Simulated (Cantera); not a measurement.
An adiabatic, constant-volume homogeneous reactor starts with CH₄ : O₂ : N₂ : H₂O = 1 : 4.26 : 16 : 2.6 (molar parts), equivalence ratio 0.47, at 1200 K and 12.8 atm.

Detailed kinetics in Cantera: GRI-Mech 3.0 (53 species, 325 reactions). The pressure lies above the range GRI-Mech 3.0 was tuned for (to about 10 atm).

Task: Predict: time of steepest temperature rise; temperature at 0.100 s; equilibrium temperature; x(O₂) at 0.100 s; x(H₂O) at 0.100 s; x(CO₂) at 0.100 s.

Result: time of steepest temperature rise: 2.83 ms
temperature at 0.100 s: 2246 K
equilibrium temperature: 2245 K
x(O₂) at 0.100 s: 0.0898 (gas-phase equilibrium 0.0897)
x(H₂O) at 0.100 s: 0.191 (gas-phase equilibrium 0.191)
x(CO₂) at 0.100 s: 0.0416 (gas-phase equilibrium 0.0416)
